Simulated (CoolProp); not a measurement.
R404A along the isobar 20700 kPa: density (kg/m³) from the reference equation and from simpler models built on Tc = 72.1 °C, pc = 3735 kPa, ω = 0.293; each cubic takes its own stable root.

The numbers come from the reference Helmholtz-energy equation of state, Lemmon 2003 in CoolProp. It is a pseudo-pure fit of the blend.

| T (°C) | phase | reference | van der Waals | Redlich-Kwong | Soave-Redlich-Kwong |
|---|---|---|---|---|---|
| -3.95 | liquid | 1248 | 790.6 | 1088 | 1114 |
| 24.95 | liquid | 1170 | 762.0 | 1025 | 1045 |
| 53.75 | liquid | 1088 | 732.5 | 959.1 | 968.1 |
| 82.65 | supercritical | 1000 | 701.9 | (withheld) | 885.0 |
| 111.45 | supercritical | 908.2 | (withheld) | 821.9 | 798.6 |
| 140.35 | supercritical | 813.8 | 638.4 | 753.5 | (withheld) |
| 169.15 | supercritical | 723.3 | 605.9 | 688.4 | 634.2 |
| 198.05 | supercritical | 641.9 | 573.2 | 627.9 | 565.9 |
| 226.85 | supercritical | 573.1 | 541.0 | 573.9 | 509.5 |

Problem. What belongs in the gaps?

Solution. 
- 82.65, Redlich-Kwong: 890.8
- 111.45, van der Waals: 670.6
- 140.35, Soave-Redlich-Kwong: 712.9
